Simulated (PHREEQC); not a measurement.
Buffer: speciation

A solution holds 0.22 mol KH2PO4 and 0.0035 mol KOH per kg of water, at 35 °C. It is in equilibrium with CO2 at log p = -1 (atm). Otherwise closed; pH follows from the charge balance.

Computed with PHREEQC (ion-association model, phreeqc.dat).

Precipitation was switched off in this run.

**Question.** Estimate the pH.

**Answer.** pH 4.94.

**Question.** In which forms is P present?

**Answer.** H2PO4- 98 %, HPO4-2 1.5 % of the P.

Species that the database lacks are ignored.
